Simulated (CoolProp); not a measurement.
Vapour-liquid equilibrium of n-decane (1) + n-dodecane (2) at 572.1 K; x and y are mole fractions of (1).

Values from CoolProp's multi-fluid Helmholtz-energy mixture model, Lemmon 2006 and Lemmon 2004; pair parameters Bell 2016.

Q: Give the bubble pressure and the first vapour's composition at x = 0.2, 0.5, 0.575. Is there an azeotrope?

A: x = 0.2: 6.211 bar, y = 0.296; x = 0.5: 7.901 bar, y = 0.625; x = 0.575: 8.349 bar, y = 0.691. No azeotrope shows between x = 0.05 and 0.95.

The pair parameters rest on a limited set of measurements; away from them the model extrapolates.
